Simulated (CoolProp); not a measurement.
Saturation properties of tetrahydrofuran.

Computed with CoolProp (reference Helmholtz-energy equation of state, Fiedler 2023).

```csv
T (°C),p (kPa),liquid density (kg/m³),vapour density (kg/m³),enthalpy of vaporisation (kJ/kg)
141.75,714.3,740.2,16.92,351.5
150.75,855.7,727.5,20.22,342.2
159.65,1015,714.4,23.99,332.4
168.65,1198,700.7,28.38,322.0
177.65,1404,686.4,33.47,310.9
186.55,1632,671.5,39.29,299.1
195.55,1891,655.5,46.14,286.2
204.55,2179,638.5,54.17,272.2
213.45,2495,620.2,63.59,256.9
222.45,2850,599.9,75.08,239.6
```

It boils at 65.9 °C under 1 atm.
